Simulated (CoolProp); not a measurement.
Vapour-liquid equilibrium of n-pentane (1) + benzene (2) at 84.05 °C; x and y are mole fractions of (1).

Values from CoolProp's multi-fluid Helmholtz-energy mixture model, Thol 2019 and Thol 2012; pair parameters Bell 2016.

| x | bubble pressure, mixture model (kPa) | bubble pressure, Raoult's law (kPa) | y, mixture model | y, Raoult's law |
|---|---|---|---|---|
| 0.05 | 140.0 | 129.0 | 0.216 | 0.158 |
| 0.15 | 183.2 | 158.3 | 0.449 | 0.386 |
| 0.25 | 218.6 | 187.6 | 0.578 | 0.543 |
| 0.35 | 248.8 | 216.9 | 0.665 | 0.657 |
| 0.45 | 275.8 | 246.2 | 0.731 | 0.745 |
| 0.55 | 300.7 | 275.5 | 0.786 | 0.813 |
| 0.65 | 324.6 | 304.8 | 0.836 | 0.869 |
| 0.75 | 348.1 | 334.1 | 0.883 | 0.914 |
| 0.85 | 371.6 | 363.4 | 0.929 | 0.953 |
| 0.95 | 395.3 | 392.7 | 0.976 | 0.985 |

The largest gap from Raoult's law is +16.5 % in bubble pressure, at x = 0.25. No azeotrope shows between x = 0.05 and 0.95.

Pair parameters are fitted to limited data, so mixtures are less certain than the pure fluids.
